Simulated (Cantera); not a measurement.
Input: 1 mol HMDSO, 9.2 mol NO, 1.6 mol H2, a varied amount of CO2, equilibrated at 650 °C and 10.0 Torr.

Cantera equilibrium calculation (NASA polynomials, part measured and part estimated; ideal gas, pure solids and liquids). Candidate condensed phases: C, C6H6, C7H8, C8H18, H2O, Si, SiC, SiO2, Si2N2O, Si3N4; 151 gas species. The feed counts by its element totals alone. Kinetics and transport are ignored.

At 2.9 mol CO2, list the 4 most abundant gas species with their mole fractions, and the condensed phases.

H2 0.389, CO 0.291, N2 0.191, CO2 0.0778. Condensed: SiO2(β-quartz).
